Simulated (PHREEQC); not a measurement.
# Reverse-osmosis reject (model solution)

Model water analysis in mg/L, 65 °C, pH 7.23, pe 9.6: Na 394; K 261; Ca 131; Mg 99.2; Cl 603; S(6) as SO4 461; Alkalinity as HCO3 756; Cd 11.4; Pb 67.1.

Valence states are taken as typed.

Model: ion-association model, phreeqc.dat, run in PHREEQC.

```yaml
ionic_strength: 0.0432 mol/kgw
specific_conductance: 7300 µS/cm
charge_balance_error: 0.5 %
```

```
species  molality  activity   log γ
-------  --------  --------  ------
Cl-        0.0170    0.0138  -0.091
Na+        0.0170    0.0139  -0.086
HCO3-      0.0109   0.00904  -0.083
K+        0.00658   0.00533  -0.092
SO4-2     0.00309   0.00140  -0.342
Mg+2      0.00277   0.00131  -0.323
Ca+2      0.00259   0.00120  -0.333
MgSO4     0.00106   0.00107   0.004
CO2       0.00105   0.00106   0.004
CaSO4    0.000387  0.000391   0.004
PbCO3    0.000286  0.000289   0.004
MgHCO3+  0.000235  0.000191  -0.090
CaHCO3+  0.000227  0.000189  -0.081
```

Precipitation was switched off in this run. The solution is supersaturated, for example in Otavite, Cerussite, so a real one may precipitate; this is no full list. Constants without temperature data keep their 25 °C values here.
